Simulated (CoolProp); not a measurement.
The numbers come from the reference Helmholtz-energy equation of state, Thol 2019 in CoolProp.

Problem. Give the vapour pressure (kPa), vapour density (kg/m³), liquid cp (kJ/(kg K)), surface tension (mN/m) of saturated tetradecamethylhexasiloxane (MD4M) at 423.1, 469 K.

Solution. 
| T (K) | p (kPa) | vapour density (kg/m³) | liquid cp (kJ/(kg K)) | surface tension (mN/m) |
|---|---|---|---|---|
| 423.1 | 3.68 | 0.485 | 1.98 | 10.2 |
| 469 | 19.2 | 2.34 | 2.07 | 7.55 |

Surface tension comes from a separate correlation (Mulero 2014), older than this fluid's equation and unchecked against measurements.
